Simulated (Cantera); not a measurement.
Feed: 1 mol Si, 1.8 mol Cl2, 25 mol H2, equilibrated at 475 K and 0.100 bar.

Equilibrium computed with Cantera from the NASA thermochemical tables; the gas is ideal and each condensed phase is pure. Candidate condensed phases: Si; 19 gas species. Rates play no part.

Base state: H2 0.961, SiCl4 0.0242, SiHCl3 0.0141, SiH2Cl2 0.000252 (mole fractions); condensed: Si(s).

### Question
What changes in the equilibrium state with this change: pressure from 0.100 bar to 0.00970 bar?

### Answer
```csv
species,before,after
H2,0.961,0.963
SiCl4,0.0242,0.0282
SiHCl3,0.0141,0.00885
SiH2Cl2,0.000252,8.47e-5
"Si(s), mol",0.00564,0.0418
```
